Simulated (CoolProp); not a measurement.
Vapour pressure (kPa) of trans-2-butene: the reference equation beside estimates from Tc = 155.5 °C, pc = 4019 kPa, ω = 0.210. Clausius-Clapeyron is anchored at -35.95 °C with a constant enthalpy of vaporisation of 24.53 kJ/mol.

Values from CoolProp's reference Helmholtz-energy equation of state, Lemmon 2005. It is a short technical equation, of lower accuracy than the large ones.

```json
[
 {"T (°C)": "-57.15", "reference": "5.476", "Lee-Kesler": "5.053", "Clausius-Clapeyron": "5.681", "van der Waals": "117.8", "Soave-Redlich-Kwong": "5.163", "Peng-Robinson": "5.536"},
 {"T (°C)": "-35.95", "reference": "19.26", "Lee-Kesler": "18.23", "Clausius-Clapeyron": "19.26", "van der Waals": "215.4", "Soave-Redlich-Kwong": "18.49", "Peng-Robinson": "19.26"},
 {"T (°C)": "-14.65", "reference": "53.76", "Lee-Kesler": "52.07", "Clausius-Clapeyron": "53.67", "van der Waals": "359.7", "Soave-Redlich-Kwong": "52.41", "Peng-Robinson": "53.47"},
 {"T (°C)": "6.55", "reference": "125.2", "Lee-Kesler": "123.5", "Clausius-Clapeyron": "127.5", "van der Waals": "557.7", "Soave-Redlich-Kwong": "123.6", "Peng-Robinson": "124.3"},
 {"T (°C)": "27.75", "reference": "255.1", "Lee-Kesler": "254.7", "Clausius-Clapeyron": "268.1", "van der Waals": "817.7", "Soave-Redlich-Kwong": "254.6", "Peng-Robinson": "253.7"},
 {"T (°C)": "48.95", "reference": "468.9", "Lee-Kesler": "471.5", "Clausius-Clapeyron": "511.1", "van der Waals": "1146", "Soave-Redlich-Kwong": "472.0", "Peng-Robinson": "467.7"},
 {"T (°C)": "70.15", "reference": "795.2", "Lee-Kesler": "801.9", "Clausius-Clapeyron": "899.9", "van der Waals": "1549", "Soave-Redlich-Kwong": "806.2", "Peng-Robinson": "796.4"},
 {"T (°C)": "91.35", "reference": "1266", "Lee-Kesler": "1277", "Clausius-Clapeyron": "1483", "van der Waals": "2032", "Soave-Redlich-Kwong": "1290", "Peng-Robinson": "1274"}
]
```

Absolute difference from the reference over all 8 rows, mean and median: Lee-Kesler 2.5 and 1.1 %, Clausius-Clapeyron 6.3 and 4.4 %, van der Waals 563.0 and 283.0 %, Soave-Redlich-Kwong 2.2 and 1.6 %, Peng-Robinson 0.5 and 0.5 %.
